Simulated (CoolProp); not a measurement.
Vapour-liquid equilibrium of CF4 (R14) (1) + R13 (2) at 566 kPa; x and y are mole fractions of (1).

Values from CoolProp's multi-fluid Helmholtz-energy mixture model, Platzer 1990 and Platzer 1990; pair parameters Bell 2016. This equation is an older, rougher fit; its heat capacities, sound speeds and derivatives of the liquid may be far off and weren't checked against measurements.

```csv
x,bubble temperature (K),y at the bubble point,dew temperature at overall composition x (K),liquid density (mol/L)
0.05,223.0,0.271,229.9,13.35
0.125,212.8,0.533,227.7,13.82
0.2,205.2,0.684,225.4,14.19
0.275,199.4,0.774,222.9,14.49
0.35,194.9,0.832,220.2,14.75
0.425,191.3,0.872,217.4,14.97
0.5,188.3,0.901,214.3,15.17
0.575,185.8,0.923,___,15.35
0.65,___,0.941,207.1,15.52
0.725,181.5,0.957,202.7,15.68
0.8,179.7,0.970,___,___
0.875,178.0,0.982,191.0,15.99
0.95,176.3,___,182.4,16.13
```

Complete the blanks.


- 0.575, dew temperature at overall composition x (K): 210.9
- 0.65, bubble temperature (K): 183.5
- 0.8, dew temperature at overall composition x (K): 197.5
- 0.8, liquid density (mol/L): 15.84
- 0.95, y at the bubble point: 0.993

No azeotrope shows between x = 0.05 and 0.95.

Pair parameters are fitted to limited data, so mixtures are less certain than the pure fluids.
